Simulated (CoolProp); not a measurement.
A simple Rankine cycle with R113: condensing at 322.15 K, boiler at 2.35 MPa, turbine inlet 499 K, turbine efficiency 0.75, pump efficiency 0.8, no recuperator. Each further row changes one setting.

Values from CoolProp's reference Helmholtz-energy equation of state, Marx 1992.

| case | thermal efficiency (%) | net work (kJ/kg) | heat in (kJ/kg) | turbine exit temperature (K) | volume ratio over the turbine |
|---|---|---|---|---|---|
| as stated | 15.5 | 39.7 | 255 | 421.0 | ___ |
| condensing temperature 314.15 K | 16.4 | 43.2 | 263 | 416.0 | ___ |
| boiler pressure 1.65 MPa | 14.2 | 37.4 | 263 | ___ | ___ |
| turbine efficiency 0.65 | 13.4 | 34.1 | 255 | ___ | ___ |

### Question
Fill in the missing entries.

### Answer

- as stated, volume ratio over the turbine: 24.9
- condensing temperature 314.15 K, volume ratio over the turbine: 32.3
- boiler pressure 1.65 MPa, turbine exit temperature (K): 434.4
- boiler pressure 1.65 MPa, volume ratio over the turbine: 16.1
- turbine efficiency 0.65, turbine exit temperature (K): 428.2
- turbine efficiency 0.65, volume ratio over the turbine: 25.3
